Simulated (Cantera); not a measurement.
An adiabatic, constant-pressure homogeneous reactor starts with CH₄ : H₂ : O₂ : N₂ : CO₂ = 1 : 0.38 : 2.35 : 8.85 : 1.6 (molar parts), equivalence ratio 0.93, at 1425 K and 760 Torr.

Cantera simulation using GRI-Mech 3.0 (53 species, 325 reactions); the numbers are that mechanism's predictions, not measurements.

Predict: time of steepest temperature rise; temperature at 0.400 s; equilibrium temperature; x(H₂) at 0.400 s; x(O₂) at 0.400 s; x(NO₂) at 0.400 s; x(NO) at 0.400 s.


```json
{
 "time_of_steepest_temperature_rise": "0.633 ms",
 "temperature at 0.400 s": "2531 K",
 "equilibrium_temperature": "2531 K",
 "x(H₂) at 0.400 s": "0.00650 (gas-phase equilibrium 0.00650)",
 "x(O₂) at 0.400 s": "0.0260 (gas-phase equilibrium 0.0260)",
 "x(NO₂) at 0.400 s": "2.30e-6 (gas-phase equilibrium 2.30e-6)",
 "x(NO) at 0.400 s": "0.00755 (gas-phase equilibrium 0.00755)"
}
```
